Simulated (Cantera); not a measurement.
**Adiabatic ignition**

An adiabatic, constant-volume homogeneous reactor starts with 10.4 % CH4, 0.321 % C2H6, 0.435 % C3H8, 18.5 % O2, 69.6 % N2, 0.850 % H2, equivalence ratio 1.3, at 1525 K and 500000 Pa.

Computed with Cantera and GRI-Mech 3.0 (53 species, 325 reactions). Above 3000 K some thermodynamic fits are extrapolated.

```json
[
 {"t (s)": "2.00e-6", "T (K)": "1524", "P (bar)": "5.00", "x CH4": "0.104", "x C2H6": "0.00320", "x C3H8": "0.00429", "x CH3": "0.000124", "x H2O2": "7.45e-7", "x N2O": "6.44e-11"},
 {"t (s)": "5.37e-6", "T (K)": "1524", "P (bar)": "5.00", "x CH4": "0.103", "x C2H6": "0.00317", "x C3H8": "0.00415", "x CH3": "0.000350", "x H2O2": "2.88e-6", "x N2O": "4.15e-10"},
 {"t (s)": "1.44e-5", "T (K)": "1527", "P (bar)": "5.01", "x CH4": "0.102", "x C2H6": "0.00330", "x C3H8": "0.00366", "x CH3": "0.000609", "x H2O2": "4.11e-6", "x N2O": "1.78e-9"},
 {"t (s)": "3.86e-5", "T (K)": "1559", "P (bar)": "5.13", "x CH4": "0.0967", "x C2H6": "0.00375", "x C3H8": "0.00217", "x CH3": "0.000826", "x H2O2": "1.26e-5", "x N2O": "9.24e-9"},
 {"t (s)": "0.000104", "T (K)": "3103", "P (bar)": "11.1", "x CH4": "2.89e-12", "x C2H6": "<1e-12", "x C3H8": "<1e-12", "x CH3": "1.31e-11", "x H2O2": "6.76e-7", "x N2O": "9.69e-7"},
 {"t (s)": "0.000278", "T (K)": "3094", "P (bar)": "11.0", "x CH4": "3.11e-12", "x C2H6": "<1e-12", "x C3H8": "<1e-12", "x CH3": "1.37e-11", "x H2O2": "6.33e-7", "x N2O": "1.07e-6"},
 {"t (s)": "0.000746", "T (K)": "3094", "P (bar)": "11.0", "x CH4": "3.11e-12", "x C2H6": "<1e-12", "x C3H8": "<1e-12", "x CH3": "1.37e-11", "x H2O2": "6.33e-7", "x N2O": "1.07e-6"},
 {"t (s)": "0.00200", "T (K)": "3094", "P (bar)": "11.0", "x CH4": "3.11e-12", "x C2H6": "<1e-12", "x C3H8": "<1e-12", "x CH3": "1.37e-11", "x H2O2": "6.33e-7", "x N2O": "1.07e-6"},
 {"t (s)": "0.00537", "T (K)": "3094", "P (bar)": "11.0", "x CH4": "3.11e-12", "x C2H6": "<1e-12", "x C3H8": "<1e-12", "x CH3": "1.37e-11", "x H2O2": "6.33e-7", "x N2O": "1.07e-6"},
 {"t (s)": "0.0144", "T (K)": "3094", "P (bar)": "11.0", "x CH4": "3.11e-12", "x C2H6": "<1e-12", "x C3H8": "<1e-12", "x CH3": "1.37e-11", "x H2O2": "6.33e-7", "x N2O": "1.07e-6"},
 {"t (s)": "0.0386", "T (K)": "3094", "P (bar)": "11.0", "x CH4": "3.11e-12", "x C2H6": "<1e-12", "x C3H8": "<1e-12", "x CH3": "1.37e-11", "x H2O2": "6.33e-7", "x N2O": "1.07e-6"},
 {"t (s)": "0.104", "T (K)": "3094", "P (bar)": "11.0", "x CH4": "3.11e-12", "x C2H6": "<1e-12", "x C3H8": "<1e-12", "x CH3": "1.37e-11", "x H2O2": "6.33e-7", "x N2O": "1.07e-6"},
 {"t (s)": "0.278", "T (K)": "3094", "P (bar)": "11.0", "x CH4": "3.11e-12", "x C2H6": "<1e-12", "x C3H8": "<1e-12", "x CH3": "1.37e-11", "x H2O2": "6.33e-7", "x N2O": "1.07e-6"},
 {"t (s)": "0.746", "T (K)": "3094", "P (bar)": "11.0", "x CH4": "3.11e-12", "x C2H6": "<1e-12", "x C3H8": "<1e-12", "x CH3": "1.37e-11", "x H2O2": "6.33e-7", "x N2O": "1.07e-6"},
 {"t (s)": "2.00", "T (K)": "3094", "P (bar)": "11.0", "x CH4": "3.11e-12", "x C2H6": "<1e-12", "x C3H8": "<1e-12", "x CH3": "1.37e-11", "x H2O2": "6.33e-7", "x N2O": "1.07e-6"}
]
```
x: mole fraction; the columns are a selection and need not sum to one.

```json
{
  "time_of_steepest_temperature_rise": "66.3 µs",
  "temperature at 2.00 s": "3094 K",
  "equilibrium_temperature": "3094 K",
  "x(CH4) at 2.00 s": "3.11e-12 (gas-phase equilibrium 3.71e-12)",
  "x(C2H6) at 2.00 s": "<1e-12 (gas-phase equilibrium <1e-12)",
  "x(C3H8) at 2.00 s": "<1e-12 (gas-phase equilibrium <1e-12)"
}
```
